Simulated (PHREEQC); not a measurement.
PHREEQC input (ion-association model, phreeqc.dat):

```
SOLUTION 0
  temp 40
  units mmol/kgw
  pH 7 charge
  Cl 1.41
  Cd 0.38
  Mn(2) 0.32
SOLUTION 1-30
  temp 40
  units mmol/kgw
  pH 7 charge
  Cl 0.78
  K 0.77
END
EXCHANGE 1-30
  X 0.00051
  -equilibrate 1
END
SELECTED_OUTPUT 1
  -reset false
  -pH true
  -pe true
  -ionic_strength true
  -water true
  -step true
  -totals Cd Cl K Mn Mn(2) Mn(3)
  -molalities KX MnX2 CdX2
  -saturation_indices Pyrochroite Sylvite Cd(OH)2
PRINT
  -reset false
TRANSPORT
  -cells 30
  -shifts 90
  -lengths 0.0333333
  -time_step 300
  -dispersivities 0.035
  -boundary_conditions flux flux
  -correct_disp true
  -punch_cells 30
  -punch_frequency 3
END
```

Selected output (columns that matter, 10 of 31 rows; pore volumes added in front):

```
pore volumes	pH	mu	Cd	Cl	K	Mn	m_KX	m_MnX2	m_CdX2	si_Pyrochroite	si_Sylvite	si_Cd(OH)2
0	5.0134	0.00078	0	0.00078	0.00077	0	0.00051	0	0	-1000	-7.2211	-1000
0.3167	5.0134	0.00078	0	0.00078	0.00077	0	0.00051	0	0	-1000	-7.2211	-1000
0.7167	5.014	0.00086054	0	0.00086054	0.00085054	0	0.00051	0	0	-1000	-7.1366	-1000
1.0167	5.016	0.0011438	8.6398e-15	0.0011438	0.0011338	1.0892e-12	0.00051	3.3494e-11	4.6273e-13	-17.199	-6.8925	-17.79
1.3167	5.0187	0.0016715	0.00012294	0.0013344	0.00059688	0.00024083	3.5071e-05	0.00012631	0.00011115	-8.862	-7.1153	-7.6496
1.7167	5.0201	0.0019943	0.00033692	0.0014012	6.2545e-05	0.00032738	2.6833e-06	9.1533e-05	0.00016213	-8.7329	-8.0842	-7.217
2.0167	5.0202	0.0020247	0.00036954	0.0014085	1.0636e-05	0.00032442	4.4447e-07	8.607e-05	0.00016871	-8.7372	-8.8527	-7.1773
2.3167	5.0202	0.0020294	0.00037745	0.0014098	1.7075e-06	0.00032159	7.0985e-08	8.4433e-05	0.00017053	-8.7411	-9.647	-7.1682
2.7167	5.0202	0.0020301	0.00037961	0.00141	1.399e-07	0.00032032	5.8092e-09	8.39e-05	0.0001711	-8.7428	-10.734	-7.1657
3.0167	5.0202	0.0020301	0.0003799	0.00141	2.0734e-08	0.00032009	8.6082e-10	8.3816e-05	0.00017118	-8.7431	-11.563	-7.1654
```

At this temperature some constants are extrapolated from 25 °C, and those without enthalpy data are left unchanged.
